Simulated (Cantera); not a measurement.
A closed system holds: 1 mol Si₂Cl₆, 0.027 mol Cl₂, 17 mol H₂, held at 1225 °C.

These are equilibrium values from Cantera (NASA tables, ideal gas, pure condensed phases), not measurements of a reactor. Candidate condensed phases: Si; 19 gas species. The feed counts by its element totals alone. The tables' values for SiCl₃, SiCl are old estimates; treat these amounts as uncertain. The numbers say what is thermodynamically allowed, not how fast it happens.

log p: log10 of the partial pressure in bar; n: condensed amount in mol.

```json
[
 {"P (Pa)": "100", "log p H₂": "-3.11", "log p HCl": "-3.86", "log p SiCl₂": "-4.10", "log p SiCl₄": "-7.39", "log p SiHCl₃": "-7.63", "log p SiCl₃": "-6.00", "log p SiH₂Cl₂": "-8.67", "n Si(s)": "0.379"},
 {"P (Pa)": "300", "log p H₂": "…", "log p HCl": "…", "log p SiCl₂": "…", "log p SiCl₄": "…", "log p SiHCl₃": "…", "log p SiCl₃": "-5.29", "log p SiH₂Cl₂": "…", "n Si(s)": "0.380"},
 {"P (Pa)": "880", "log p H₂": "-2.16", "log p HCl": "-2.92", "log p SiCl₂": "-3.17", "log p SiCl₄": "-5.53", "log p SiHCl₃": "-5.76", "log p SiCl₃": "-4.60", "log p SiH₂Cl₂": "-6.80", "n Si(s)": "0.383"},
 {"P (Pa)": "2600", "log p H₂": "-1.69", "log p HCl": "-2.45", "log p SiCl₂": "-2.71", "log p SiCl₄": "-4.62", "log p SiHCl₃": "-4.85", "log p SiCl₃": "-3.92", "log p SiH₂Cl₂": "-5.87", "n Si(s)": "0.390"},
 {"P (Pa)": "7700", "log p H₂": "…", "log p HCl": "…", "log p SiCl₂": "…", "log p SiCl₄": "…", "log p SiHCl₃": "…", "log p SiCl₃": "-3.26", "log p SiH₂Cl₂": "…", "n Si(s)": "0.402"},
 {"P (Pa)": "23000", "log p H₂": "-0.74", "log p HCl": "-1.55", "log p SiCl₂": "-1.86", "log p SiCl₄": "-2.91", "log p SiHCl₃": "-3.09", "log p SiCl₃": "-2.64", "log p SiH₂Cl₂": "-4.06", "n Si(s)": "0.423"},
 {"P (Pa)": "68000", "log p H₂": "-0.26", "log p HCl": "-1.12", "log p SiCl₂": "-1.48", "log p SiCl₄": "-2.16", "log p SiHCl₃": "-2.29", "log p SiCl₃": "-2.07", "log p SiH₂Cl₂": "-3.21", "n Si(s)": "0.446"},
 {"P (Pa)": "200000", "log p H₂": "0.22", "log p HCl": "-0.72", "log p SiCl₂": "-1.15", "log p SiCl₄": "-1.50", "log p SiHCl₃": "-1.55", "log p SiCl₃": "-1.58", "log p SiH₂Cl₂": "-2.40", "n Si(s)": "0.454"}
]
```

What belongs in the gaps?


- 300, log p H₂: -2.63
- 300, log p HCl: -3.38
- 300, log p SiCl₂: -3.63
- 300, log p SiCl₄: -6.45
- 300, log p SiHCl₃: -6.69
- 300, log p SiH₂Cl₂: -7.72
- 7700, log p H₂: -1.22
- 7700, log p HCl: -2.00
- 7700, log p SiCl₂: -2.27
- 7700, log p SiCl₄: -3.74
- 7700, log p SiHCl₃: -3.95
- 7700, log p SiH₂Cl₂: -4.96
